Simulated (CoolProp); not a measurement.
Propylene along the isotherm 383.2 K: Z from the reference equation and from simpler models built on Tc = 364.2 K, pc = 45.55 bar, ω = 0.146; each cubic takes its own stable root.

Values from CoolProp's reference Helmholtz-energy equation of state, Lemmon 2013.

```
p (bar)          phase  reference
-------  -------------  ---------
45.5               gas     0.6174
91.1     supercritical     0.3375
137      supercritical     0.4466
182      supercritical     0.5573
228      supercritical     0.6687
273      supercritical     0.7755
319      supercritical     0.8825
364      supercritical     0.9853
410      supercritical      1.089
455      supercritical      1.188
```

Q: How far does each simpler model (van der Waals, Soave-Redlich-Kwong, Peng-Robinson) lie from the reference over these 10 states: mean and median of the absolute difference, and the worst?

A: 
- van der Waals: mean 29.4 %, median 32.6 %, worst +33.3 % at 383.2 K and 455 bar
- Soave-Redlich-Kwong: mean 6.4 %, median 5.1 %, worst +15.3 % at 383.2 K and 91.1 bar
- Peng-Robinson: mean 4.5 %, median 5.0 %, worst -7.1 % at 383.2 K and 455 bar
